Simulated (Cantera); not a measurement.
Feed: 1 mol Fe3O4, 1900 mol H2, 1.3 mol N2, held at 0.133 bar.

Cantera equilibrium calculation (NASA polynomials, part measured and part estimated; ideal gas, pure solids and liquids). Candidate condensed phases: Fe, FeO, Fe(OH)2, Fe(OH)3, Fe2O3, Fe3O4, H2O; 27 gas species. Rates play no part. All values below are at 848 K.

Base state: H2 0.997, H2O 0.00210, N2 0.000680 (mole fractions); condensed: Fe(α).

**Question.** What changes in the equilibrium state with this change: Fe3O4 replaced by PbO?

**Answer.** 
```json
[
 {"species": "H2", "before": "0.997", "after": "0.999"},
 {"species": "N2", "before": "0.000680", "after": "0.000680"},
 {"species": "H2O", "before": "0.00210", "after": "0.000526"},
 {"species": "Fe(α), mol", "before": "3.00", "after": "0"},
 {"species": "Pb(l), mol", "before": "0", "after": "0.996"}
]
```
Further candidate phases: Pb, PbO, PbO2, Pb3O4.
